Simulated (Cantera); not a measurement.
Moist CO burnout

A perfectly stirred reactor is fed with 1.81 % CO, 6.41 % O2, 0.271 % H2O, 90.3 % N2, 1.17 % H2, at 1.01 bar; it is held at 1450 K, and followed from long to short residence time.

Detailed kinetics in Cantera: GRI-Mech 3.0 (53 species, 325 reactions).

```json
[
 {"τ (s)": "1.1", "x CO": "6.85e-5", "x O2": "0.0500", "x H2O": "0.0146", "x H2": "6.78e-6", "x NO": "4.88e-6", "x HO2": "4.68e-7"},
 {"τ (s)": "0.28", "x CO": "0.000171", "x O2": "0.0500", "x H2O": "0.0146", "x H2": "1.65e-5", "x NO": "4.15e-6", "x HO2": "1.03e-6"},
 {"τ (s)": "0.072", "x CO": "0.000421", "x O2": "0.0501", "x H2O": "0.0145", "x H2": "3.96e-5", "x NO": "2.94e-6", "x HO2": "2.10e-6"},
 {"τ (s)": "0.018", "x CO": "0.00103", "x O2": "0.0502", "x H2O": "0.0144", "x H2": "9.44e-5", "x NO": "2.09e-6", "x HO2": "3.83e-6"},
 {"τ (s)": "0.0045", "x CO": "0.00241", "x O2": "0.0507", "x H2O": "0.0140", "x H2": "0.000217", "x NO": "1.99e-6", "x HO2": "6.04e-6"},
 {"τ (s)": "0.0011", "x CO": "0.00522", "x O2": "0.0516", "x H2O": "0.0134", "x H2": "0.000479", "x NO": "2.41e-6", "x HO2": "8.28e-6"},
 {"τ (s)": "0.00029", "x CO": "0.00936", "x O2": "0.0532", "x H2O": "0.0123", "x H2": "0.000958", "x NO": "2.31e-6", "x HO2": "9.97e-6"}
]
```
x: mole fraction; the columns are a selection and need not sum to one.
